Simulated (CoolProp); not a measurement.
Properties of sulfur dioxide at several states (Tc = 157.5 °C, pc = 7.887 MPa, ω = 0.256).

Computed with CoolProp (reference Helmholtz-energy equation of state, Gao 2016).

```
T (°C)  p (MPa)   phase       Z  cp (kJ/(kg K))  cv (kJ/(kg K))  isothermal compressibility (1/MPa)  expansivity (1/kK)  fugacity coefficient
------  -------  ------  ------  --------------  --------------  ----------------------------------  ------------------  --------------------
121.15    0.606     gas  0.9627          0.7220          0.5656                               1.716               2.893                0.9639
-47.25     21.4  liquid  0.4620           1.348          0.8501                           0.0006411               1.495              0.001021
75.85     0.256     gas  0.9760          0.6846          0.5377                               4.005               3.125                0.9765
```
